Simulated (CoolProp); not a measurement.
A single-stage vapour-compression cycle with the fluid: evaporating at 237.15 K (dew point), condensing at 281.15 K (bubble point), superheat 8 K, subcooling 2 K, compressor efficiency 0.7, no pressure losses. The same conditions are run with several fluids, on thermodynamics alone (safety and materials aside).

The numbers come from the reference Helmholtz-energy equation of state of each fluid (n-perfluorobutane: Gao 2022; R124: de Vries 1995; R404A: Lemmon 2003; isobutene: Lemmon 2005; trans-2-butene: Lemmon 2005; hydrogen sulfide: Lemmon 2006) in CoolProp. Blends and air are pseudo-pure fits.

Question: Rank n-perfluorobutane, R124, R404A, isobutene, trans-2-butene, hydrogen sulfide by cooling COP, highest first.

Answer: trans-2-butene (3.30), isobutene (3.27), R124 (3.21), hydrogen sulfide (3.08), R404A (3.01), n-perfluorobutane (2.82)

```tsv
fluid	pressure ratio	discharge temperature (K)	refrigerating effect (kJ/kg)	volumetric capacity (kJ/m³)
n-perfluorobutane	7.37	281.1	68.8	165
R124	6.66	310.0	137	307
R404A	4.98	311.5	144	1140
isobutene	6.35	315.9	337	261
trans-2-butene	6.87	319.6	357	191
hydrogen sulfide	4.29	390.7	438	2320
```

The compression ends wet for: n-perfluorobutane.
